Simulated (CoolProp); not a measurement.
Vapour-liquid equilibrium of isobutene (1) + acetone (2) at 358.9 K; x and y are mole fractions of (1).

Values from CoolProp's multi-fluid Helmholtz-energy mixture model, Lemmon 2005 and Lemmon 2006; pair parameters Bell 2016.

| x | bubble pressure (kPa) | y at the bubble point | dew pressure at overall composition x (kPa) | liquid density (mol/L) |
|---|---|---|---|---|
| 0.05 | 362.4 | 0.310 | 267.0 | 12.08 |
| 0.2 | 641.2 | 0.638 | 315.2 | (withheld) |
| 0.35 | 846.3 | 0.749 | 383.1 | 10.95 |
| 0.5 | 995.5 | 0.810 | 486.2 | 10.41 |
| 0.65 | 1115 | 0.856 | 659.2 | (withheld) |
| 0.8 | (withheld) | (withheld) | 970.3 | 9.421 |
| 0.95 | 1343 | 0.971 | 1310 | 9.015 |

What belongs in the gaps?


- 0.2, liquid density (mol/L): 11.51
- 0.65, liquid density (mol/L): 9.894
- 0.8, bubble pressure (kPa): 1228
- 0.8, y at the bubble point: 0.905

No azeotrope shows between x = 0.05 and 0.95.

Pair parameters are fitted to limited data, so mixtures are less certain than the pure fluids.
